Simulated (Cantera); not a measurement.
Cantera run, input and output.

```python
import numpy as np
import cantera as ct

surf = ct.Interface("diamond.yaml", "diamond_100")
gas, bulk = surf.adjacent["gas"], surf.adjacent["diamond"]
k = surf.kinetics_species_index(bulk.species_names[0])
cover = ["c6HH", "c6H*", "c6*H", "c6**", "c6HM", "c6B"]

rows, drift = [], 0.0
print(f"{'T':>10s}{'um/h':>11s}" + "".join(f"{s:>11s}" for s in cover))
for v in [900, 950, 1000, 1050, 1100, 1150, 1200, 1250, 1300, 1350, 1400]:
    T, P, xH, xCH3 = v, 29000, 0.00023, 3.1e-05
    gas.TPX = T, P, {"H": xH, "CH3": xCH3, "CH4": 0.013, "H2": 1 - xH - xCH3 - 0.013}
    surf.TP = bulk.TP = T, P
    surf.coverages = "c6H*:0.1, c6HH:0.9"
    surf.advance_coverages(100.0)
    before = surf.coverages
    surf.advance_coverages(100.0)
    drift = max(drift, np.max(np.abs(surf.coverages - before) / (surf.coverages + 1e-9)))
    rate = surf.net_production_rates[k] * bulk.mean_molecular_weight / bulk.density * 3.6e9
    rows.append([rate, *surf[cover].coverages])
    print(f"{v:10.4g}{rate:11.4e}" + "".join(f"{x:11.3e}" for x in rows[-1][1:]))
```

It prints:

```
         T       um/h       c6HH       c6H*       c6*H       c6**       c6HM        c6B
       900 2.3399e+00  6.147e-01  9.126e-03  2.553e-01  3.297e-03  9.455e-02  6.349e-09
       950 2.9874e+00  5.906e-01  1.252e-02  2.970e-01  4.778e-03  7.293e-02  8.107e-09
      1000 3.4040e+00  5.694e-01  1.640e-02  3.356e-01  6.423e-03  5.264e-02  9.237e-09
      1050 3.2024e+00  5.541e-01  2.068e-02  3.701e-01  8.068e-03  3.255e-02  8.690e-09
      1100 2.3160e+00  5.437e-01  2.510e-02  3.976e-01  9.487e-03  1.575e-02  6.285e-09
      1150 1.3643e+00  5.361e-01  2.922e-02  4.141e-01  1.046e-02  6.084e-03  3.702e-09
      1200 7.8151e-01  5.327e-01  3.278e-02  4.195e-01  1.091e-02  2.096e-03  2.121e-09
      1250 5.0437e-01  5.354e-01  3.572e-02  4.162e-01  1.091e-02  7.061e-04  1.369e-09
      1300 3.6933e-01  5.442e-01  3.803e-02  4.063e-01  1.057e-02  2.421e-04  1.002e-09
      1350 2.7031e-01  5.583e-01  3.970e-02  3.915e-01  1.001e-02  8.548e-05  7.335e-10
      1400 1.6953e-01  5.762e-01  4.080e-02  3.734e-01  9.324e-03  3.137e-05  4.600e-10
```

Computed with Cantera and the Harris–Goodwin 1993 mechanism for the reconstructed diamond (100) surface.
